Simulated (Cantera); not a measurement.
Input: 1 mol toluene, 13 mol H2, 18 mol N2, 0.063 mol O2, equilibrated at 1075 K.

These are equilibrium values from Cantera (NASA tables, ideal gas, pure condensed phases), not measurements of a reactor. Candidate condensed phases: C, C6H6, C7H8, C8H18, H2O; 136 gas species. Rates play no part.

**Question.** At 46.0 Pa, list the 3 most abundant gas species with their mole fractions, and the condensed phases.

**Answer.** N2 0.512, H2 0.484, CO 0.00359. Condensed: C(graphite).
